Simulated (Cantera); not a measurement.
## Silicon nitride deposition: Si2Cl6 + N2

Input: 1 mol Si2Cl6, a varied amount of N2, equilibrated at 1025 K and 7.30e-5 bar.

These are equilibrium values from Cantera (NASA tables, ideal gas, pure condensed phases), not measurements of a reactor. Candidate condensed phases: Si, Si3N4; 13 gas species. The feed counts by its element totals alone. N2 is the only nitrogen source here; it is nearly inert below about 1500 K, so the nitride shown seldom forms there in practice. The tables' values for SiCl3 are old estimates; treat these amounts as uncertain. Rates play no part.

| n(N2) (mol) | x N2 | x SiCl4 | x SiCl3 | x SiCl2 | x Cl | n Si3N4(s) |
|---|---|---|---|---|---|---|
| 1.7 | 0.476 | 0.517 | 0.00540 | 0.00118 | 1.08e-6 | 0.165 |
| 2.8 | 0.621 | 0.374 | 0.00405 | 0.000915 | 1.04e-6 | 0.165 |
| 4.4 | 0.730 | 0.266 | 0.00306 | 0.000732 | 9.80e-7 | 0.165 |
| 7.1 | 0.818 | 0.179 | 0.00223 | 0.000578 | 9.05e-7 | 0.164 |
| 11 | 0.876 | 0.122 | 0.00165 | 0.000466 | 8.31e-7 | 0.164 |
| 18 | 0.921 | 0.0771 | 0.00116 | 0.000365 | 7.47e-7 | 0.164 |
| 29 | 0.950 | 0.0489 | 0.000821 | 0.000288 | 6.70e-7 | 0.163 |
x: gas mole fraction; n: condensed amount in mol.

From 1.7 mol N2 to 29 mol N2 the condensed part is Si3N4(s). The main Si-bearing gas is SiCl4 throughout.
